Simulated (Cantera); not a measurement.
An isothermal, constant-pressure homogeneous reactor starts with H2 : O2 : N2 = 0.045 : 1 : 3.3 (molar parts), equivalence ratio 0.022, at 1000 K and 8.25 Torr.

Cantera simulation using GRI-Mech 3.0 (53 species, 325 reactions); the numbers are that mechanism's predictions, not measurements. Radical loss at walls, strong at low pressure, is not modelled.

One state of this run: x H2 = 5.33e-9; x O2 = 0.226; x H2O = 0.0104; x H2O2 = 2.92e-10; x H = 4.12e-10. x: mole fraction; the columns are a selection and need not sum to one.

Task: Which value of t (s) does it belong to?
(A) 50.9
(B) 300
(C) 0.00121
(D) 0.248

Result: A, 50.9
